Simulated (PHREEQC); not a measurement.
A solution holds 0.0071 mol/kgw HCl, 0.033 mol/kgw FeCl3 and 0.2 mol/kgw MnSO4, at 25 °C. Closed to the air; pH follows from the charge balance.

The numbers come from PHREEQC with the ion-association model, wateq4f.dat.

Problem. The ionic strength comes out as 0.466 mol/kgw. What activity coefficients do Cl-, Fe+3, Fe(SO4)2-, Fe3(OH)4+5, MnCl3- get?

Solution. Cl- 0.65, Fe+3 0.092, Fe(SO4)2- 0.73, Fe3(OH)4+5 0.00041, MnCl3- 0.69.

No solid was allowed to form. The solution is supersaturated, for example in Hematite (slow to form), Goethite (slow to form), so a real one may precipitate; this is no full list.
